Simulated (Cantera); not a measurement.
A closed system holds: 1 mol Al₂O₃, 0.82 mol H₂O, at 1977 °C and 0.173 Torr.

Cantera equilibrium calculation (NASA polynomials, part measured and part estimated; ideal gas, pure solids and liquids). Candidate condensed phases: Al, Al₂O₃, H₂O; 19 gas species. The tables' values for AlOH are old estimates; treat these amounts as uncertain. The numbers say what is thermodynamically allowed, not how fast it happens.

Base state: H₂O 0.426, H 0.195, H₂ 0.159, OH 0.0786, O₂ 0.0751, O 0.0667, AlO₂H 0.000296, AlO 7.22e-5 (mole fractions); condensed: Al₂O₃(s).

Problem. What changes in the equilibrium state with this change: temperature from 1977 °C to 2202 °C?

Solution. 
```csv
species,before,after
H,0.195,0.483
O,0.0667,0.203
H₂,0.159,0.106
H₂O,0.426,0.0737
O₂,0.0751,0.0581
OH,0.0786,0.0676
AlO,7.22e-5,0.00454
Al₂O,7.54e-8,8.60e-5
Al₂O₂,4.03e-8,1.23e-5
Al,6.36e-6,0.00161
AlO₂,5.64e-7,1.52e-5
"Al₂O₃(s), mol",1.000,0
"Al₂O₃(l), mol",0,0.993
```

Problem. What changes in the equilibrium state with this change: temperature from 1977 °C to 727 °C?

Solution. 
```
species          before    after
-------------  --------  -------
H₂O               0.426    1.000
H₂                0.159  4.08e-6
O₂               0.0751  2.00e-6
H                 0.195    <1e-9
O                0.0667    <1e-9
OH               0.0786  1.64e-7
AlO₂H          0.000296    <1e-9
AlO             7.22e-5    <1e-9
AlOH            2.63e-5    <1e-9
Al₂O₃(s), mol     1.000     1.00
```
